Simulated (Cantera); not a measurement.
Input (Python, Cantera) and output of one run.

```python
import numpy as np
import cantera as ct

gas_names = [...]  # 95 gases of nasa_gas.yaml made of C, F, H
cond_names = """
    C(gr) C6H6(L) C7H8(L) C8H18(L),n-octa
""".split()


# ... load() reads the species with a 1 bar reference pressure and builds the phases ...
atoms = {
    'CF4': {'C': 1, 'F': 4},
    'H2': {'H': 2},
}
top_T = {'C(gr)': 4500}  # K; cautious upper limits of use, not melting points


# ... equilibrate(T, P, feed) seeds the gas with the atoms and calls Mixture.equilibrate('TP', solver="vcs", rtol=1e-11, max_steps=5000) ...
results = []
feed = {'CF4': 1, 'H2': 0.11}  # mol
T = 3223  # K
for P in [1, 6.8, 46, 320, 2200, 15000, 100000]:
    mix = equilibrate(T, P, feed)
    results.append((T, P, feed, dict(zip(mix.species_names, mix.species_moles))))

top = {s: max(r[3][s] / sum(r[3][g] for g in gas_names) for r in results) for s in gas_names}
cols = sorted((s for s in top if top[s] > 1e-05), key=lambda s: -top[s])[:6]
seen = [c for c in cond_names if any(r[3].get(c, 0) > 1e-12 for r in results)]
print("log10 of partial pressures in bar; condensed amounts in mol")
print(f"{'P/Pa':>10s}" + "".join(f"{s[:9]:>10s}" for s in cols + seen))
for T, P, feed, n in results:
    ng = sum(n[g] for g in gas_names)
    print(f"{P:10.4g}" + "".join(f"{np.log10(max(n[s] / ng * P / 1e5, 1e-99)):10.3f}" for s in cols)
          + "".join(f"{n.get(c, 0):10.4g}" for c in seen))
```

It prints:

```
log10 of partial pressures in bar; condensed amounts in mol
      P/Pa         F       CF2         C        CF        HF         H
         1    -5.115   -12.179    -5.722    -8.150    -8.400    -6.378
       6.8    -4.281    -9.709    -4.922    -6.515    -6.751    -5.564
        46    -3.437    -7.393    -4.292    -5.042    -5.185    -4.841
       320    -2.586    -5.296    -3.898    -3.797    -3.917    -4.425
      2200    -1.763    -3.377    -3.625    -2.701    -2.953    -4.284
   1.5e+04    -0.987    -1.706    -3.505    -1.805    -2.039    -4.145
     1e+05    -0.222    -0.562    -3.893    -1.427    -1.142    -4.014
```

These are equilibrium values from Cantera (NASA tables, ideal gas, pure condensed phases), not measurements of a reactor. Gases not in the tables: C2F6 and larger saturated fluorocarbons.
